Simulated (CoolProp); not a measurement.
R123 at 377.62 K and 2.63 MPa flows at 3.6 m/s in a round tube of 6 mm bore and 0.25 µm roughness, fully developed (64/Re and Nu = 3.66 if laminar; Colebrook and Gnielinski if turbulent). Each further row changes one setting.

Model: reference Helmholtz-energy equation of state, Younglove 1994, in CoolProp. It is a modified Benedict-Webb-Rubin equation, recast in Helmholtz form.

```tsv
case	Reynolds number	Darcy friction factor	pressure drop (Pa/m)	heat-transfer coefficient (W/(m² K))	mass flow (kg/h)
as stated	143000	0.0170	22900	5950	457
velocity 7.2 m/s	286000	0.0150	80800	10800	913
diameter 12 mm	286000	0.0148	9960	5360	1830
```

Viscosity comes from a separate model (Tanaka 1996). Thermal conductivity comes from a separate model (Laesecke 1996).
